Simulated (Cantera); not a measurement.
A freely propagating, adiabatic, planar premixed flame of C3H8 : O2 : N2 = 1 : 4.17 : 15.7 (molar parts), unburnt at 700 K and 1.00 atm; mixture-averaged transport, grid criteria slope 0.08 and curve 0.16, no radiation.

Cantera simulation using GRI-Mech 3.0 (53 species, 325 reactions); the numbers are that mechanism's predictions, not measurements. GRI-Mech 3.0 was tuned for natural gas; its chemistry of propane as a main component is partial and can be far from experiment. Burning velocities carry a grid error of a few per cent, more on coarse grids.

x: mole fraction of selected species; z is measured from the peak of heat release.

| z (mm) | T (K) | u (m/s) | x C3H8 | x O2 | x OH | x CH3 | x NO2 | x CO |
|---|---|---|---|---|---|---|---|---|
| -0.724 | 700 | 2.09 | 0.0478 | 0.199 | <1e-8 | 6.82e-8 | <1e-8 | 4.34e-6 |
| -0.482 | 701 | 2.10 | 0.0477 | 0.199 | <1e-8 | 7.55e-7 | <1e-8 | 5.69e-5 |
| -0.362 | 706 | 2.12 | 0.0475 | 0.197 | 1.70e-8 | 3.51e-6 | <1e-8 | 0.000288 |
| -0.241 | 744 | 2.25 | 0.0467 | 0.192 | 8.24e-7 | 3.25e-5 | 2.37e-8 | 0.00211 |
| -0.121 | 1051 | 3.29 | 0.0346 | 0.159 | 4.13e-5 | 0.00102 | 5.95e-8 | 0.0192 |
| -0.0603 | 1441 | 4.70 | 0.0119 | 0.114 | 0.000498 | 0.00389 | 4.17e-8 | 0.0467 |
| 0 | 1833 | 6.14 | 0.000450 | 0.0650 | 0.00258 | 0.00306 | 1.28e-8 | 0.0786 |
| 0.0603 | 2036 | 6.87 | [?] | [?] | [?] | [?] | <1e-8 | 0.0903 |
| 0.121 | 2099 | 7.07 | <1e-8 | 0.0197 | 0.00877 | 7.80e-5 | <1e-8 | 0.0860 |
| 0.241 | 2135 | 7.15 | <1e-8 | 0.0116 | 0.0102 | 5.56e-7 | <1e-8 | 0.0747 |
| 0.482 | 2174 | 7.24 | <1e-8 | 0.00891 | 0.0102 | <1e-8 | <1e-8 | 0.0675 |
| 0.965 | 2224 | 7.38 | <1e-8 | 0.00742 | 0.00969 | <1e-8 | <1e-8 | 0.0654 |
| 1.93 | 2286 | 7.56 | <1e-8 | [?] | [?] | <1e-8 | <1e-8 | 0.0641 |

Task: Fill in the missing entries.

Result: 
- 0.0603, x C3H8: 9.84e-7
- 0.0603, x O2: 0.0338
- 0.0603, x OH: 0.00614
- 0.0603, x CH3: 0.000653
- 1.93, x O2: 0.00572
- 1.93, x OH: 0.00877
